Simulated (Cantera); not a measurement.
Charge: 1 mol SiCl₄, 31 mol N₂O, a varied amount of H₂, at 2025 K and 0.133 bar.

Method: chemical equilibrium by Gibbs-energy minimisation in Cantera with the NASA 1993 tables (ideal gas, pure condensed phases). Candidate condensed phases: H₂O, NH₄Cl, Si, SiO₂, Si₂N₂O, Si₃N₄; 47 gas species. The tables hold silica as quartz up to 1696 K and as liquid above; real silica turns to tridymite and cristobalite and melts near 1996 K. The numbers say what is thermodynamically allowed, not how fast it happens.

Q: At 2.4 mol H₂, list the 7 most abundant gas species with their mole fractions, and the condensed phases.

A: N₂ 0.614, O₂ 0.272, HCl 0.0492, Cl 0.0302, H₂O 0.0223, NO 0.00824, OH 0.00193. Condensed: SiO₂(l).
